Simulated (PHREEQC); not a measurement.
PHREEQC input (Pitzer model, pitzer.dat):

```
SOLUTION 1
  temp 25
  units mol/kgw
  pH 7 charge
  Na 0.296
  S(6) 0.12
  Cl 0.029
END
USE solution 1
INCREMENTAL_REACTIONS false
REACTION 1
  H2O -1
  0 9.886 18.011 24.689 30.178 34.689 38.397 41.444
  43.949 46.007 47.699 49.089 50.232 51.172 51.944 52.578
  53.1 53.528 53.88 54.17 54.408 54.603 54.764 54.896
  55.005 moles
EQUILIBRIUM_PHASES 1
  Halite 0 0
  Mirabilite 0 0
  Thenardite 0 0
SELECTED_OUTPUT 1
  -reset false
  -pH true
  -pe true
  -ionic_strength true
  -water true
  -activities H2O
  -totals Cl Na S
  -molalities H+ Na+ Cl- SO4-2 OH- HSO4-
  -equilibrium_phases Halite Mirabilite Thenardite
PRINT
  -reset false
END
```

Selected output (columns that matter, 17 of 25 rows; water left (kg) added in front):

```
water left (kg)	pH	mu	Cl	Na	S	m_Na+	m_Cl-	m_SO4-2	m_OH-	la_H2O	Mirabilite	Thenardite
1	12.246	0.416	0.029	0.296	0.12	0.296	0.029	0.12	0.027	-0.0029563	0	0
0.675514	12.398	0.61583	0.04293	0.43818	0.17764	0.43818	0.04293	0.17764	0.03997	-0.0042754	0	0
0.555203	12.474	0.74928	0.052233	0.53314	0.21614	0.53314	0.052233	0.21614	0.048631	-0.005139	0	0
0.456313	12.55	0.91165	0.063553	0.64868	0.26298	0.64868	0.063553	0.26298	0.05917	-0.0061754	0	0
0.30824	12.705	1.3496	0.094083	0.96029	0.38931	0.96029	0.094083	0.38931	0.087594	-0.0089161	0	0
0.208215	12.865	1.9979	0.13928	1.4216	0.57633	1.4216	0.13928	0.57633	0.12967	-0.012904	0	0
0.171138	12.947	2.4308	0.16945	1.7296	0.70119	1.7296	0.16945	0.70119	0.15777	-0.015565	0	0
0.140655	13.032	2.9576	0.20618	2.1044	0.85315	2.1044	0.20618	0.85315	0.19196	-0.018838	0	0
0.0950203	13.214	4.378	0.3052	3.1151	1.2629	3.1151	0.3052	1.2629	0.28415	-0.028058	0	0
0.0613427	13.431	6.0122	0.47275	4.3124	1.6998	4.3124	0.47275	1.6998	0.44015	-0.041065	0.015732	0
0.0440793	13.588	6.1602	0.65791	4.5303	1.6299	4.5303	0.65791	1.6299	0.61253	-0.046607	0.048154	0
0.0301685	13.778	6.5133	0.96127	4.961	1.5524	4.961	0.96127	1.5524	0.89497	-0.05684	0.073168	0
0.0163273	14.135	8.2066	1.7762	6.6144	1.5923	6.6144	1.7762	1.5923	1.6537	-0.093973	0.071995	0.022008
0.0163273	14.135	8.2066	1.7762	6.6144	1.5923	6.6144	1.7762	1.5923	1.6537	-0.093973	0.019195	0.074808
0.0162724	14.136	8.2017	1.7822	6.6149	1.5867	6.6149	1.7822	1.5867	1.6593	-0.094118	0	0.09418
0.0133718	14.248	7.9638	2.1687	6.7052	1.2586	6.7052	2.1687	1.2586	2.0192	-0.10427	0	0.10317
0.00902992	14.511	8.0782	3.2115	7.4527	0.62554	7.4527	3.2115	0.62554	2.9901	-0.14073	0	0.11435
```
